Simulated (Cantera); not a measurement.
A closed system holds: 1 mol HCl, 1.3 mol H2, 0.2 mol O2, equilibrated at 1723.15 K and 0.100 bar.

These are equilibrium values from Cantera (NASA tables, ideal gas, pure condensed phases), not measurements of a reactor. Candidate condensed phases: H2O; 14 gas species. Equilibrium is a limit: real reactors are often held back by kinetics, nucleation or transport.

Base state: HCl 0.434, H2 0.391, H2O 0.174, H 0.000361, Cl 0.000311 (mole fractions); condensed: gas only.

Q: What changes in the equilibrium state with this change: HCl replaced by NF3?

A: 
```tsv
species	before	after
HF	0	0.703
N2	0	0.135
F	0	0.108
HCl	0.434	0
H2	0.391	<1e-9
H2O	0.174	<1e-9
O2	1.28e-9	0.0537
NO	0	0.000662
H	0.000361	<1e-9
Cl	0.000311	0
F2	0	2.76e-5
```

Q: What changes in the equilibrium state with this change: HCl replaced by NH3?

A: 
| species | before | after |
|---|---|---|
| H2 | 0.391 | 0.727 |
| N2 | 0 | 0.151 |
| H2O | 0.174 | 0.121 |
| HCl | 0.434 | 0 |
| Cl | 0.000311 | 0 |
| H | 0.000361 | 0.000492 |
